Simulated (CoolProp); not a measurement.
Octamethylcyclotetrasiloxane (D4) at several states: density (kg/m³) from the reference equation and from simpler models built on Tc = 313.4 °C, pc = 1.347 MPa, ω = 0.598; each cubic takes its own stable root.

Values from CoolProp's reference Helmholtz-energy equation of state, Thol 2015.

```csv
T (°C),p (MPa),phase,reference
180.55,0.659,liquid,761.6
226.25,3.38,liquid,714.6
243.05,0.585,liquid,659.2
266.15,0.0179,gas,1.192
42.95,1.52,liquid,932.6
298.85,0.121,gas,7.826
```

### Question
How far does each simpler model (van der Waals, Redlich-Kwong, Soave-Redlich-Kwong, Peng-Robinson) lie from the reference over these 6 states: mean and median of the absolute difference, and the worst?

### Answer
- van der Waals: mean 35.7 %, median 39.2 %, worst -92.2 % at 243.05 °C and 0.585 MPa
- Redlich-Kwong: mean 23.2 %, median 14.8 %, worst -91.6 % at 243.05 °C and 0.585 MPa
- Soave-Redlich-Kwong: mean 6.8 %, median 8.7 %, worst -12.4 % at 243.05 °C and 0.585 MPa
- Peng-Robinson: mean 1.2 %, median 0.5 %, worst +3.4 % at 226.25 °C and 3.38 MPa

At some of these states van der Waals, Redlich-Kwong gives the other phase, because its saturation line lies elsewhere.
